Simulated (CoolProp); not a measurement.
Saturation properties of R245ca (Tc = 447.6 K, pc = 3.941 MPa, ω = 0.355).

The numbers come from the reference Helmholtz-energy equation of state, Zhou 2016 in CoolProp.

```
T (K)  p (MPa)  enthalpy of vaporisation (kJ/kg)  liquid cp (kJ/(kg K))
-----  -------  --------------------------------  ---------------------
313.4   0.1748                             195.5                  1.404
316.8   0.1961                             193.4                  1.410
320.1   0.2187                             191.5                  1.416
323.5   0.2439                             189.4                  1.423
326.9   0.2714                             187.3                  1.430
330.3   0.3012                             185.1                  1.437
333.7   0.3334                             183.0                  1.444
337.1   0.3682                             180.8                  1.451
340.5   0.4057                             178.6                  1.459
343.9   0.4461                             176.3                  1.467
347.3   0.4894                             174.0                  1.476
```

It boils at 298.4 K under 1 atm.
